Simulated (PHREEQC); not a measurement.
A solution holds 0.0077 mol/kgw Na2SiO3, at 85 °C. Closed to the air; pH follows from the charge balance.

The numbers come from PHREEQC with the ion-association model, wateq4f.dat.

No solid was allowed to form.

### Question
Order these Si species by the share of Si that they hold, largest first: H2SiO4-2, H4SiO4, H3SiO4-.

### Answer
H3SiO4- (91 %), H4SiO4 (5.5 %), H2SiO4-2 (3.2 %)

The pH is 10.35 and the ionic strength 0.0157 mol/kgw. Away from 25 °C the constants follow the database's enthalpies or fits; those with neither stay at their 25 °C values.
